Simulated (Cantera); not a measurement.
Cantera run, input and output.

```python
import numpy as np
import cantera as ct

gas = ct.Solution("gri30.yaml")
gas.TPX = 700, 100000, {'CH4': 1, 'O2': 1.54, 'N2': 5.78}
flame = ct.FreeFlame(gas, width=0.04)
flame.set_refine_criteria(ratio=3, slope=0.08, curve=0.16)
flame.transport_model = "mixture-averaged"
flame.solve(loglevel=0, auto=True)
z, T = flame.grid, flame.T
thick = (T[-1] - T[0]) / np.gradient(T, z).max()
show = ['CH4', 'O2', 'HO2', 'HCO', 'CH2CO', 'HCN']
print(f"laminar burning velocity  {flame.velocity[0] * 100:.3f} cm/s")
print(f"burnt temperature         {T[-1]:.1f} K")
print(f"thermal thickness         {thick * 1e3:.4f} mm")
print(f"grid points               {len(z)}")
z0 = z[flame.heat_release_rate.argmax()]
print(f"{'z/mm':>9s}{'T/K':>9s}{'u/(m/s)':>9s}" + "".join(f"{s:>11s}" for s in show))
rows = []
for k in (-3, -2, -1.5, -1, -0.5, -0.25, 0, 0.25, 0.5, 1, 2, 4, 8):
    zz = z0 + k * thick
    rows.append([k * thick, np.interp(zz, z, T), np.interp(zz, z, flame.velocity),
                 *(np.interp(zz, z, flame.X[gas.species_index(s)]) for s in show)])
    print(f"{rows[-1][0] * 1e3:9.3f}{rows[-1][1]:9.1f}{rows[-1][2]:9.3f}" + "".join(f"{x:11.3e}" for x in rows[-1][3:]))
```

It prints:

```
laminar burning velocity  144.266 cm/s
burnt temperature         2332.5 K
thermal thickness         0.3393 mm
grid points               142
     z/mm      T/K  u/(m/s)        CH4         O2        HO2        HCO      CH2CO        HCN
   -1.018    700.3    1.447  1.198e-01  1.846e-01  1.948e-07  1.566e-16  2.802e-09  4.262e-10
   -0.679    703.3    1.459  1.190e-01  1.837e-01  2.191e-06  9.774e-14  5.506e-08  6.501e-09
   -0.509    715.7    1.492  1.173e-01  1.820e-01  1.086e-05  1.170e-11  4.615e-07  4.384e-08
   -0.339    796.4    1.679  1.098e-01  1.748e-01  4.893e-05  4.609e-09  6.748e-06  4.545e-07
   -0.170   1205.4    2.597  7.561e-02  1.373e-01  1.056e-04  2.135e-06  1.049e-04  4.479e-06
   -0.085   1594.3    3.486  4.104e-02  9.378e-02  1.434e-04  2.629e-05  2.686e-04  1.132e-05
    0.000   1945.1    4.305  1.130e-02  4.648e-02  6.845e-05  6.606e-05  2.349e-04  2.391e-05
    0.085   2116.5    4.699  1.450e-03  1.832e-02  1.152e-05  3.587e-05  5.491e-05  3.125e-05
    0.170   2165.7    4.800  1.234e-04  7.543e-03  2.498e-06  6.378e-06  6.094e-06  2.354e-05
    0.339   2190.5    4.836  8.618e-07  2.833e-03  1.024e-06  2.059e-07  6.937e-08  8.372e-06
    0.679   2214.0    4.874  4.872e-10  1.903e-03  7.492e-07  1.211e-07  9.168e-11  1.247e-06
    1.357   2243.8    4.930  6.441e-14  1.379e-03  5.523e-07  9.887e-08  9.289e-15  6.199e-08
    2.715   2277.4    4.993  3.896e-14  8.505e-04  3.464e-07  7.407e-08  1.883e-16  1.349e-09
```

Cantera simulation using GRI-Mech 3.0 (53 species, 325 reactions); the numbers are that mechanism's predictions, not measurements. Burning velocities carry a grid error of a few per cent, more on coarse grids.
